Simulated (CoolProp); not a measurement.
Properties of C2F6 (R116) at several states.

Computed with CoolProp (reference Helmholtz-energy equation of state, Lemmon 2006). It is a short technical equation, of lower accuracy than the large ones.

| T (K) | p (bar) | phase | Joule-Thomson coefficient (K/MPa) | isothermal compressibility (1/MPa) | viscosity (µPa s) |
|---|---|---|---|---|---|
| 345.8 | 47.9 | supercritical | 6.564 | 0.3126 | 24.5 |
| 243.4 | 176 | liquid | -0.2503 | 0.003752 | 289 |
| 305.5 | 20.5 | gas | 10.27 | 0.6689 | 15.7 |
| 317.8 | 90.8 | supercritical | 1.094 | 0.03749 | 82.9 |
| 194.2 | 7.43 | liquid | -0.3125 | 0.002877 | 435 |
| 219 | 17.7 | liquid | -0.1902 | 0.004547 | 289 |

Viscosity comes from a separate model (Huber 2003), an estimate that may be off by 10 % or more.
